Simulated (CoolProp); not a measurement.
Vapour-liquid equilibrium of R22 (1) + c-C4F8 (RC318) (2) at 245.2 K; x and y are mole fractions of (1).

Computed with CoolProp (multi-fluid Helmholtz-energy mixture model, Kamei 1995 and Platzer 1990; pair parameters Bell 2016). This equation is an older, rougher fit; its heat capacities, sound speeds and derivatives of the liquid may be far off and weren't checked against measurements.

Task: Give the bubble pressure and the first vapour's composition at x = 0.25, 0.65, 0.85. Is there an azeotrope?

Result: x = 0.25: 0.08736 MPa, y = 0.703; x = 0.65: 0.1605 MPa, y = 0.904; x = 0.85: 0.1710 MPa, y = 0.933. No azeotrope shows between x = 0.05 and 0.95.

The pair parameters rest on a limited set of measurements; away from them the model extrapolates. The gap from Raoult's law changes sign with composition, which may be real or a fault of the pair parameters; it wasn't checked against measurements.
